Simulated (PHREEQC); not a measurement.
Consider water at 25 °C with 0.00156 mol/kgw (NH4)2SO4, 2.4e-05 mol/kgw NH4HSO4, 0.0001 mol/kgw Fe2(SO4)3 and 1.4e-05 mol/kgw NH4Cl. Closed to the air; pH follows from the charge balance.

Computed with PHREEQC (ion-association model, phreeqc.dat).

```json
{
  "pH": "3.64",
  "ionic_strength": "0.00549 mol/kgw",
  "total_alkalinity": "-0.424 meq/kg"
}
```

```json
[
 {"species": "NH4+", "molality": "0.00311", "activity": "0.00286", "log γ": "-0.036"},
 {"species": "SO4-2", "molality": "0.00177", "activity": "0.00130", "log γ": "-0.135"},
 {"species": "H+", "molality": "0.000246", "activity": "0.000229", "log γ": "-0.031"},
 {"species": "Fe(OH)2+", "molality": "8.77e-5", "activity": "8.12e-5", "log γ": "-0.033"},
 {"species": "FeOH+2", "molality": "7.65e-5", "activity": "5.61e-5", "log γ": "-0.135"},
 {"species": "NH4SO4-", "molality": "5.17e-5", "activity": "4.78e-5", "log γ": "-0.034"},
 {"species": "HSO4-", "molality": "3.12e-5", "activity": "2.88e-5", "log γ": "-0.034"},
 {"species": "FeSO4+", "molality": "3.05e-5", "activity": "2.82e-5", "log γ": "-0.034"},
 {"species": "Cl-", "molality": "1.40e-5", "activity": "1.29e-5", "log γ": "-0.035"},
 {"species": "Fe+3", "molality": "3.77e-6", "activity": "1.99e-6", "log γ": "-0.279"}
]
```

This is a speciation only: nothing precipitates in the calculation. Examples of supersaturated solids here: Fe(OH)3(a), Hematite (slow to form). Others may be too.
